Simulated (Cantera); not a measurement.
Mixture: 5.17 % C3H8, 19.9 % O2, 74.9 % N2, equivalence ratio 1.3, at 760 Torr, adiabatic and at constant pressure. Ignition delay is the time to a rise of 400 K.

Computed with Cantera and GRI-Mech 3.0 (53 species, 325 reactions). GRI-Mech 3.0 was tuned for natural gas; its chemistry of propane as a main component is partial and can be far from experiment.

### Question
Predict: delay at 1248 K; delay at 1398 K; delay at 1548 K; delay at 1698 K; apparent activation energy between 1623 and 1773 K.

### Answer
| Quantity | Result |
|---|---|
| delay at 1248 K | 2.49 ms |
| delay at 1398 K | 0.243 ms |
| delay at 1548 K | 52.7 µs |
| delay at 1698 K | 19.9 µs |
| apparent activation energy between 1623 and 1773 K | 130 kJ/mol |
